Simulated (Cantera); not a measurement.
Input: 1 mol SiH2Cl2, 0.13 mol C2H4, 28 mol H2, equilibrated at 2050 K and 14000 Pa.

Equilibrium computed with Cantera from the NASA thermochemical tables; the gas is ideal and each condensed phase is pure. Candidate condensed phases: C, C6H6, C7H8, C8H18, Si, SiC; 109 gas species. Mutual solubility and eutectic melting of coexisting phases are not modelled. The tables' values for SiCl, SiCl3 are old estimates; treat these amounts as uncertain. Gases not in the tables: Si2H6 and higher silanes. Rates play no part.

Base state: H2 0.934, HCl 0.0521, SiCl2 0.00657, H 0.00586, Si 0.000552, SiCl 0.000262, Cl 0.000242, SiH2 0.000131 (mole fractions); condensed: Si(l) + SiC(s).

What changes in the equilibrium state with this change: pressure from 14000 Pa to 100000 Pa?


```json
[
 {"species": "H2", "before": "0.934", "after": "0.938"},
 {"species": "HCl", "before": "0.0521", "after": "0.0524"},
 {"species": "SiCl2", "before": "0.00657", "after": "0.00661"},
 {"species": "H", "before": "0.00586", "after": "0.00220"},
 {"species": "Si", "before": "0.000552", "after": "7.73e-5"},
 {"species": "CH4", "before": "2.99e-6", "after": "2.16e-5"},
 {"species": "Si2C", "before": "1.86e-5", "after": "2.60e-6"},
 {"species": "SiCl3", "before": "2.57e-5", "after": "6.91e-5"},
 {"species": "Si(l), mol", "before": "0.506", "after": "0.527"},
 {"species": "SiC(s), mol", "before": "0.259", "after": "0.259"}
]
```
